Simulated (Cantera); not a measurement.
## Low-pressure radical oxidation in H2/O2

An isothermal, constant-pressure homogeneous reactor starts with 2.41 % H2, 96.4 % O2, 1.16 % H2O, at 1048 K and 1330 Pa.

Cantera simulation using the H2/O2 subset of GRI-Mech 3.0, which has no nitrogen chemistry; the numbers are that mechanism's predictions, not measurements. Radical loss at walls, strong at low pressure, is not modelled.

| t (s) | x H2 | x O2 | x H2O2 | x HO2 | x OH | x H2O | x H |
|---|---|---|---|---|---|---|---|
| 0.000400 | 0.0241 | 0.964 | <1e-12 | 3.20e-10 | 2.30e-10 | 0.0116 | 1.80e-10 |
| 0.000795 | 0.0241 | 0.964 | <1e-12 | 6.44e-10 | 8.05e-10 | 0.0116 | 5.15e-10 |
| 0.00158 | 0.0241 | 0.964 | <1e-12 | 1.38e-9 | 5.62e-9 | 0.0116 | 3.32e-9 |
| 0.00314 | 0.0241 | 0.964 | 2.67e-12 | 7.72e-9 | 2.07e-7 | 0.0116 | 1.21e-7 |
| 0.00624 | 0.0233 | 0.964 | 4.07e-9 | 2.99e-6 | 0.000229 | 0.0122 | 0.000145 |
| 0.0124 | 0.000746 | 0.949 | 1.06e-7 | 4.65e-6 | 0.00152 | 0.0325 | 0.00349 |
| 0.0246 | 0.000244 | 0.954 | 6.75e-8 | 3.76e-6 | 0.000979 | 0.0343 | 0.00162 |
| 0.0490 | 0.000127 | 0.958 | 6.68e-8 | 3.00e-6 | 0.000699 | 0.0352 | 0.000602 |
| 0.0974 | 4.98e-5 | 0.962 | 6.27e-8 | 2.04e-6 | 0.000436 | 0.0357 | 0.000149 |
| 0.194 | 1.56e-5 | 0.963 | 5.29e-8 | 1.14e-6 | 0.000246 | 0.0359 | 2.69e-5 |
| 0.385 | 4.39e-6 | 0.964 | 3.86e-8 | 5.37e-7 | 0.000132 | 0.0360 | 4.18e-6 |
| 0.764 | 1.22e-6 | 0.964 | 2.44e-8 | 2.21e-7 | 7.12e-5 | 0.0361 | 6.47e-7 |
| 1.52 | 3.62e-7 | 0.964 | 1.37e-8 | 8.55e-8 | 3.95e-5 | 0.0361 | 1.10e-7 |
| 3.02 | 1.18e-7 | 0.964 | 7.19e-9 | 3.32e-8 | 2.29e-5 | 0.0361 | 2.14e-8 |
| 6.00 | 4.23e-8 | 0.964 | 3.63e-9 | 1.34e-8 | 1.39e-5 | 0.0361 | 4.79e-9 |
x: mole fraction; the columns are a selection and need not sum to one.

Equilibrium at this temperature and pressure: H2 1.10e-10, O2 0.964, H2O2 2.07e-11, HO2 1.24e-9, OH 7.31e-7, H2O 0.0361, H <1e-12 (gas phase only).
